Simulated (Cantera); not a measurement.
# Equilibrium for oxide etching and cleaning by halides: SiO2 + SiCl4 + O2

A closed system holds: 1 mol SiO2, 1.1 mol SiCl4, a varied amount of O2, equilibrated at 1073 K and 0.0100 bar.

Equilibrium computed with Cantera from the NASA thermochemical tables; the gas is ideal and each condensed phase is pure. Candidate condensed phases: Si, SiO2; 15 gas species. Equilibrium is a limit: real reactors are often held back by kinetics, nucleation or transport.

From 0.34 mol O2 to 16 mol O2 the condensed part is SiO2(β-quartz).

```csv
n(O2) (mol),x Cl2,x O2,x SiCl4,x Cl,x ClO,x SiCl3,x O,n SiO2(β-quartz)
0.34,0.467,1.20e-10,0.526,0.00735,4.15e-10,4.63e-8,<1e-12,1.34
0.5,0.618,2.95e-10,0.373,0.00846,7.51e-10,2.86e-8,<1e-12,1.50
0.74,0.796,9.38e-10,0.195,0.00959,1.52e-9,1.31e-8,<1e-12,1.74
1.1,0.989,1.67e-5,1.69e-5,0.0107,2.26e-7,1.02e-12,5.09e-11,2.10
1.6,0.806,0.184,1.02e-9,0.00966,2.14e-5,<1e-12,5.34e-9,2.10
2.3,0.640,0.351,3.36e-10,0.00860,2.63e-5,<1e-12,7.38e-9,2.10
3.4,0.483,0.509,1.32e-10,0.00748,2.76e-5,<1e-12,8.88e-9,2.10
5,0.356,0.637,5.75e-11,0.00642,2.65e-5,<1e-12,9.93e-9,2.10
7.4,0.255,0.739,2.55e-11,0.00543,2.41e-5,<1e-12,1.07e-8,2.10
11,0.179,0.816,1.13e-11,0.00455,2.12e-5,<1e-12,1.12e-8,2.10
16,0.126,0.870,5.31e-12,0.00382,1.84e-5,<1e-12,1.16e-8,2.10
```
x: gas mole fraction; n: condensed amount in mol.
